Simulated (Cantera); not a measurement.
Charge: 1 mol SiH4, 0.0046 mol Cl2, 64 mol N2, at 1550 °C and 0.133 bar.

These are equilibrium values from Cantera (NASA tables, ideal gas, pure condensed phases), not measurements of a reactor. Candidate condensed phases: NH4Cl, Si, Si3N4; 28 gas species. Rates play no part.

Base state: N2 0.969, H2 0.0304, H 0.000207, HCl 0.000139 (mole fractions); condensed: Si3N4(s).

What changes in the equilibrium state with this change: 0.23 mol O2 added?


| species | before | after |
|---|---|---|
| N2 | 0.969 | 0.968 |
| H2 | 0.0304 | 0.0303 |
| SiO | 0 | 0.00163 |
| HCl | 0.000139 | 0.000138 |
| H | 0.000207 | 0.000207 |
| Si3N4(s), mol | 0.333 | 0.0620 |
| Si2N2O(s), mol | 0 | 0.353 |
Mutual solubility and eutectic melting of coexisting phases are not modelled. Further candidate phases: H2O, SiO2, Si2N2O.
